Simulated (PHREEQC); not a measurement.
0.067 g of hydrous ferric oxide (600 m²/g; 0.2 weak and 0.005 strong sites per Fe, Dzombak-Morel constants, diffuse double layer) in 1 kg of water with 0.005 mol/kgw of an inert sodium salt and 1.7e-06 mol/kgw NaH2PO4 and 2.3e-07 mol/kgw CaCl2, at 25 °C; the pH is set by adding NaOH or the inert anion's acid. Oxygen is held at 0.21 atm. The system is closed to CO2. No solid was allowed to form.

The series has 13 steps of pH, from 3 to 9.

All values are PHREEQC results (ion-association model, wateq4f.dat), not measurements.

Task: Near which pH is half of the P sorbed, and on which side is more sorbed?

Result: Near pH 8.8, with more sorbed at lower pH.

Task: Near which pH is half of the Ca sorbed, and on which side is more sorbed?

Result: Near pH 8.4, with more sorbed at higher pH.

H3PO4, which wateq4f.dat lacks, is added to it with the constant of phreeqc.dat. The oxide is taken as insoluble; below pH 4 it would dissolve.
